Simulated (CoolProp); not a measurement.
R245ca at several states: Z from the reference equation and from simpler models built on Tc = 447.6 K, pc = 3.941 MPa, ω = 0.355; each cubic takes its own stable root.

The numbers come from the reference Helmholtz-energy equation of state, Zhou 2016 in CoolProp.

```csv
T (K),p (MPa),phase,reference,van der Waals,Redlich-Kwong,Soave-Redlich-Kwong,Peng-Robinson
219.1,0.368,liquid,…,0.02890,0.01946,0.01888,…
366.8,0.0798,gas,0.9856,0.9903,0.9878,0.9865,0.9856
384.2,1.83,liquid,…,0.7419,0.08181,0.07602,0.06703
292,0.347,liquid,0.01365,0.9242,…,…,0.01308
```

What belongs in the gaps?


- 219.1, reference: 0.01721
- 219.1, Peng-Robinson: 0.01680
- 384.2, reference: 0.06751
- 292, Redlich-Kwong: 0.01555
- 292, Soave-Redlich-Kwong: 0.01478

At some of these states van der Waals gives the other phase, because its saturation line lies elsewhere.
